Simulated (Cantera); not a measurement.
Feed: 1 mol Si, 13 mol H₂O, 13 mol CO, equilibrated at 15.0 bar.

Method: chemical equilibrium by Gibbs-energy minimisation in Cantera with the NASA 1993 tables (ideal gas, pure condensed phases). Candidate condensed phases: C, C₆H₆, C₇H₈, C₈H₁₈, H₂O, Si, SiC, SiO₂; 123 gas species. Equilibrium is a limit: real reactors are often held back by kinetics, nucleation or transport. All values below are at 652 °C.

Base state: CO₂ 0.371, H₂O 0.308, H₂ 0.152, CO 0.0907, CH₄ 0.0788 (mole fractions); condensed: C(graphite) + SiO₂(β-quartz).

**Question.** What changes in the equilibrium state with this change: Si replaced by Pb?

**Answer.** 
| species | before | after |
|---|---|---|
| CO₂ | 0.371 | 0.391 |
| H₂O | 0.308 | 0.300 |
| H₂ | 0.152 | 0.145 |
| CH₄ | 0.0788 | 0.0712 |
| CO | 0.0907 | 0.0931 |
| C(graphite), mol | 1.62 | 0.716 |
| SiO₂(β-quartz), mol | 1.00 | 0 |
| Pb(l), mol | 0 | 1.000 |
Further candidate phases: Pb, PbO, PbO₂, Pb₃O₄.
